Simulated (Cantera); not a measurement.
Input (Python, Cantera):

```python
import numpy as np
import cantera as ct

gas = ct.Solution("h2o2.yaml")


def delay(T, t_max=10):
    gas.TPX = T, 110000, {'H2': 1, 'O2': 0.333, 'N2': 1.25, 'H2O': 0.091}
    reactor = ct.IdealGasConstPressureReactor(gas, clone=False)
    net = ct.ReactorNet([reactor])
    net.rtol, net.atol = 1e-8, 1e-16
    while net.time < t_max:
        t_old, T_old = net.time, reactor.T
        net.step()
        if reactor.T > T + 400:  # ignition: a rise of 400 K
            return t_old + (T + 400 - T_old) / (reactor.T - T_old) * (net.time - t_old)
    return np.nan


taus = []
for T in [1123, 1223, 1323, 1423, 1523, 1623, 1723, 1823, 1923, 2023]:
    taus.append(delay(T))
    print(f"T0 = {T:6g} K   tau = {taus[-1]:.4e} s")

# d ln(tau) / d ln(k), from doubling and halving each rate constant
T, sens = 1423, []
for i in range(gas.n_reactions):
    gas.set_multiplier(2.0, i)
    up = delay(T)
    gas.set_multiplier(0.5, i)
    down = delay(T)
    gas.set_multiplier(1.0, i)
    sens.append((np.log(up / down) / np.log(4.0), gas.reaction(i).equation))
sens.sort(key=lambda x: -abs(x[0]))
print(f"sensitivities at {T} K")
for s, eq in sens[:10]:
    print(f"{s:8.3f}  {eq}")
```

Result:

```
T0 =   1123 K   tau = 8.2567e-05 s
T0 =   1223 K   tau = 4.2317e-05 s
T0 =   1323 K   tau = 2.6933e-05 s
T0 =   1423 K   tau = 1.9629e-05 s
T0 =   1523 K   tau = 1.5945e-05 s
T0 =   1623 K   tau = 1.4181e-05 s
T0 =   1723 K   tau = 1.3582e-05 s
T0 =   1823 K   tau = 1.3774e-05 s
T0 =   1923 K   tau = 1.4562e-05 s
T0 =   2023 K   tau = 1.5844e-05 s
sensitivities at 1423 K
  -0.595  H + O2 <=> O + OH
  -0.112  H2 + O <=> H + OH
  -0.060  H + O2 + H2O <=> HO2 + H2O
  -0.055  H2 + OH <=> H + H2O
  -0.055  H + HO2 <=> H2 + O2
  -0.041  H + OH + M <=> H2O + M
  -0.034  2 H + H2O <=> H2 + H2O
  -0.013  2 H + M <=> H2 + M
  -0.009  H + O2 + M <=> HO2 + M
  -0.009  H + O2 + N2 <=> HO2 + N2
```

Model: the H2/O2 subset of GRI-Mech 3.0, which has no nitrogen chemistry, integrated in Cantera. Where the delays flatten at high temperature, the 400 K rule measures the pace of heat release, not the induction time.
